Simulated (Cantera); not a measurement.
Input (Python, Cantera):

```python
import numpy as np
import cantera as ct

gas = ct.Solution("gri30.yaml")
gas.TPX = 1100, 2666, {'H2': 0.16, 'O2': 1, 'N2': 0.19}
inlet = ct.Reservoir(gas, clone=True)

reactor = ct.IdealGasConstPressureReactor(gas, energy="off", clone=False)
exhaust = ct.Reservoir(gas, clone=True)
tau = [1, 0.39, 0.15, 0.058, 0.023, 0.0087, 0.0034, 0.0013, 0.00051, 0.0002][0]
for a, b in ((inlet, reactor), (reactor, exhaust)):
    ct.MassFlowController(a, b, mdot=lambda t: reactor.mass / tau)
net = ct.ReactorNet([reactor])
show = ['H2', 'O2', 'NO', 'N2O', 'OH']

rows = []
print(f"{'tau/s':>10s}{'T/K':>9s}" + "".join(f"{s:>11s}" for s in show))
for tau in [1, 0.39, 0.15, 0.058, 0.023, 0.0087, 0.0034, 0.0013, 0.00051, 0.0002]:
    net.initial_time = 0.0
    net.advance(30 * tau)
    before = gas.X
    net.advance(40 * tau)
    drift = np.max(np.abs(gas.X - before) / (gas.X + 1e-9))
    rows.append([gas.T, *gas[show].X, drift])
    print(f"{tau:10.3e}{gas.T:9.1f}" + "".join(f"{x:11.3e}" for x in gas[show].X))
```

Result:

```
     tau/s      T/K         H2         O2         NO        N2O         OH
 1.000e+00   1100.0  3.804e-04  7.234e-01  1.388e-08  7.233e-09  6.692e-04
 3.900e-01   1100.0  6.722e-04  7.226e-01  2.153e-08  5.997e-09  9.298e-04
 1.500e-01   1100.0  1.184e-03  7.213e-01  3.617e-08  4.782e-09  1.306e-03
 5.800e-02   1100.0  2.060e-03  7.189e-01  6.049e-08  3.673e-09  1.839e-03
 2.300e-02   1100.0  3.512e-03  7.151e-01  9.439e-08  2.730e-09  2.558e-03
 8.700e-03   1100.0  6.135e-03  7.088e-01  1.319e-07  1.904e-09  3.554e-03
 3.400e-03   1100.0  1.054e-02  7.012e-01  1.417e-07  1.256e-09  4.691e-03
 1.300e-03   1100.0  1.873e-02  6.955e-01  9.957e-08  7.220e-10  5.838e-03
 5.100e-04   1100.0  3.421e-02  6.976e-01  4.104e-08  3.312e-10  6.536e-03
 2.000e-04   1100.0  6.404e-02  7.110e-01  7.808e-09  9.791e-11  5.741e-03
```

Model: GRI-Mech 3.0 (53 species, 325 reactions), integrated in Cantera. Radical loss at walls, strong at low pressure, is not modelled. The temperature is held fixed by assumption; the heat of reaction is taken as removed at once.
